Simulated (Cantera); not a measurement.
An isothermal, constant-pressure homogeneous reactor starts with C3H8 : H2 = 1 : 10 (molar parts), at 1075 K and 0.00306 atm.

Detailed kinetics in Cantera: GRI-Mech 3.0 (53 species, 325 reactions). GRI-Mech 3.0 was tuned for natural gas; its chemistry of propane as a main component is partial and can be far from experiment. GRI-Mech 3.0 stops at C3 and has no aromatics, soot or wall deposition, so with more carbon than oxygen in the feed, carbon stays in small species such as C2H2 where larger ones or solid carbon would form. Radical loss at walls, strong at low pressure, is not modelled.

x: mole fraction; the columns are a selection and need not sum to one.

| t (s) | x C3H8 | x H2 | x C2H2 | x CH2 | x CH3 |
|---|---|---|---|---|---|
| 5.00e-6 | 0.0909 | 0.909 | <1e-12 | <1e-12 | 9.80e-9 |
| 3.75e-5 | 0.0909 | 0.909 | <1e-12 | <1e-12 | 7.28e-8 |
| 0.000281 | 0.0909 | 0.909 | <1e-12 | <1e-12 | 5.40e-7 |
| 0.00211 | 0.0909 | 0.909 | <1e-12 | <1e-12 | [?] |
| 0.0158 | 0.0906 | 0.909 | 2.87e-9 | 2.01e-10 | 5.28e-5 |
| 0.119 | 0.0789 | 0.899 | 5.58e-6 | 3.46e-9 | 0.000234 |
| 0.889 | [?] | 0.844 | [?] | [?] | [?] |
| 6.67 | 9.65e-5 | 0.834 | 0.00321 | 9.17e-12 | 6.17e-6 |
| 50.0 | 1.96e-7 | 0.834 | 0.00620 | <1e-12 | 1.85e-6 |

**Question.** What belongs in the gaps?

**Answer.** 
- 0.00211, x CH3: 5.14e-6
- 0.889, x C3H8: 0.0127
- 0.889, x C2H2: 0.000648
- 0.889, x CH2: 1.08e-9
- 0.889, x CH3: 9.33e-5
